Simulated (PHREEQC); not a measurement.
Dissolve 0.0065 mol/kgw KH2PO4 and 0.084 mol/kgw NaOH at 80 °C. Closed to the air; pH follows from the charge balance.

Model: ion-association model, phreeqc.dat, run in PHREEQC.

Each row changes one thing in this solution. Precipitation was switched off in this run.

| case | pH | ionic strength (mol/kgw) | PO4-3 (mol/kgw) | HPO4-2 (mol/kgw) | NaHPO4- (mol/kgw) | KHPO4- (mol/kgw) |
|---|---|---|---|---|---|---|
| as made | 11.33 | 0.103 | 0.00338 | 0.00295 | 0.000160 | 1.20e-5 |
| diluted 100-fold with water | 9.46 | 0.000970 | 2.59e-7 | 6.44e-5 | 9.02e-8 | 6.98e-9 |
| NaOH replaced by NaCl at the same molality | 4.66 | 0.0906 | 1.17e-11 | 5.16e-5 | 2.94e-6 | 2.22e-7 |
| NaOH replaced by Na3PO4 at the same molality | 10.90 | 0.430 | 0.0447 | 0.0417 | 0.00401 | 9.39e-5 |
| diluted 2-fold with water | 11.07 | 0.0503 | 0.000955 | 0.00221 | 7.64e-5 | 5.82e-6 |
| KH2PO4 from 0.0065 to 0.00065 mol/kgw | 11.38 | 0.0859 | 0.000343 | 0.000290 | 1.68e-5 | 1.27e-7 |

At this temperature some constants are extrapolated from 25 °C, and those without enthalpy data are left unchanged.
